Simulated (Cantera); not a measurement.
Charge: 1 mol MgO, 4 mol C, 0.01 mol CO, equilibrated at 1450 °C and 10.0 mbar.

Cantera equilibrium calculation (NASA polynomials, part measured and part estimated; ideal gas, pure solids and liquids). Candidate condensed phases: C, Mg, MgCO₃, MgO; 15 gas species. Rates play no part.

Base state: CO 0.502, Mg 0.498 (mole fractions); condensed: C(graphite).

Q: What changes in the equilibrium state with this change: temperature from 1450 °C to 677 °C?

A: 
| species | before | after |
|---|---|---|
| CO | 0.502 | 0.984 |
| CO₂ | 3.06e-7 | 0.0162 |
| Mg | 0.498 | <1e-9 |
| C(graphite), mol | 3.00 | 4.00 |
| MgO(s), mol | 0 | 1.00 |

Q: What changes in the equilibrium state with this change: MgO replaced by Fe₃O₄?

A: 
```tsv
species	before	after
CO	0.502	0.999
Fe	0	0.000913
Mg	0.498	0
C(graphite), mol	3.00	0
Fe(δ), mol	0	3.00
```
Further candidate phases: Fe, Fe(CO)₅, FeO, Fe₂O₃, Fe₃O₄.

Q: What changes in the equilibrium state with this change: temperature from 1450 °C to 850 °C?

A: 
```
species            before     after
----------------  -------  --------
CO                  0.502     0.999
CO₂               3.06e-7  0.000603
Mg                  0.498     <1e-9
C(graphite), mol     3.00      4.00
MgO(s), mol             0      1.00
```
